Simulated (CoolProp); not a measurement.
Computed with CoolProp (reference Helmholtz-energy equation of state, Lemmon 2006). It is a short technical equation, of lower accuracy than the large ones.

### Question
For n-nonane, give the phase and the cp (kJ/(kg K)), speed of sound (m/s), Joule-Thomson coefficient (K/MPa), isothermal compressibility (1/MPa) at -47.55 °C and 65.5 kPa; 102.15 °C and 6720 kPa.

### Answer
- -47.55 °C and 65.5 kPa: liquid; cp 1.99, speed of sound 1520, Joule-Thomson coefficient -0.497, isothermal compressibility 0.000723
- 102.15 °C and 6720 kPa: liquid; cp 2.50, speed of sound 979, Joule-Thomson coefficient -0.337, isothermal compressibility 0.00190
